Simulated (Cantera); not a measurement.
# Hydrocarbon pyrolysis for carbon deposition

A perfectly stirred reactor is fed with 3.12 % C₂H₆, 96.9 % N₂, at 0.00415 atm; it is held at 1250 K, and followed from long to short residence time.

Detailed kinetics in Cantera: GRI-Mech 3.0 (53 species, 325 reactions). GRI-Mech 3.0 stops at C3 and has no aromatics, soot or wall deposition, so with more carbon than oxygen in the feed, carbon stays in small species such as C2H2 where larger ones or solid carbon would form. Radical loss at walls, strong at low pressure, is not modelled.

| τ (s) | x C₂H₆ | x C₂H | x CH₂ | x H₂ | x C₂H₄ | x H |
|---|---|---|---|---|---|---|
| 8.6 | 0.000896 | 3.04e-9 | 2.64e-8 | 0.0396 | 0.00499 | 2.12e-5 |
| 1.9 | 0.00335 | 2.64e-9 | 6.43e-8 | 0.0294 | 0.0109 | 2.33e-5 |
| 0.42 | 0.0115 | 1.17e-9 | 1.27e-7 | 0.0168 | 0.0129 | 2.07e-5 |
| 0.092 | 0.0244 | 1.93e-10 | 1.27e-7 | 0.00532 | 0.00542 | 1.41e-5 |
| 0.020 | 0.0303 | 8.36e-12 | 3.62e-8 | 0.000678 | 0.000713 | 6.52e-6 |
| 0.0045 | 0.0312 | <1e-12 | 2.11e-9 | 2.50e-5 | 2.62e-5 | 1.04e-6 |
| 0.00099 | 0.0312 | <1e-12 | 4.52e-11 | 2.81e-7 | 3.31e-7 | 5.28e-8 |
| 0.00022 | 0.0312 | <1e-12 | <1e-12 | 2.31e-9 | 3.97e-9 | 1.96e-9 |
x: mole fraction; the columns are a selection and need not sum to one.
